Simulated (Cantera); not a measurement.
Input: 1 mol Al, 79 mol N₂, held at 1323.15 K and 0.133 bar.

Method: chemical equilibrium by Gibbs-energy minimisation in Cantera with the NASA 1993 tables (ideal gas, pure condensed phases). Candidate condensed phases: Al, AlN; 5 gas species. The numbers say what is thermodynamically allowed, not how fast it happens.

Question: What is the equilibrium state?

Answer: 
```json
{
  "x(N₂)": "1.00",
  "n(AlN(s))": "1.00 mol",
  "gas_amount": "78.50 mol",
  "log10 activity of Al(l) (absent)": "-6.42"
}
```
